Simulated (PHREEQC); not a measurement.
**Acid mine or pickling water: an equilibrium model**

A made-up water analysis in mg/kgw, 25 °C, pH 2.4, pe 9.2: Na 39; K 9.69; Ca 152; Mg 14.2; Cl 39.7; S(6) as SO4 851; Zn 2.21; Mn(2) 13.5; F 0.129.

Valence states are taken as typed.

The numbers come from PHREEQC with the ion-association model, phreeqc.dat.

Each row changes one thing in this solution. No solid was allowed to form.

| case | ionic strength (mol/kgw) | SO4-2 (mol/kgw) | HSO4- (mol/kgw) | CaSO4 (mol/kgw) | Mg+2 (mol/kgw) | MgSO4 (mol/kgw) | SI of Gypsum (CaSO4:2H2O) | SI of Fluorite (CaF2) |
|---|---|---|---|---|---|---|---|---|
| as made | 0.0235 | 0.00606 | 0.00153 | 0.000958 | 0.000401 | 0.000183 | -0.69 | -4.24 |
| temperature from 25 to 85 °C at the same typed pH | 0.0197 | [?] | [?] | 0.000792 | 0.000307 | [?] | -0.75 | [?] |
| F from 0.129 to 0.258 mg/kgw | 0.0235 | 0.00606 | 0.00153 | 0.000958 | 0.000401 | 0.000183 | -0.69 | [?] |

Question: Some entries are withheld; supply them.

Answer: 
- temperature from 25 to 85 °C at the same typed pH, SO4-2 (mol/kgw): 0.00350
- temperature from 25 to 85 °C at the same typed pH, HSO4- (mol/kgw): 0.00409
- temperature from 25 to 85 °C at the same typed pH, MgSO4 (mol/kgw): 0.000277
- temperature from 25 to 85 °C at the same typed pH, SI of Fluorite (CaF2): -5.57
- F from 0.129 to 0.258 mg/kgw, SI of Fluorite (CaF2): -3.64

Away from 25 °C the constants follow the database's enthalpies or fits; those with neither stay at their 25 °C values.
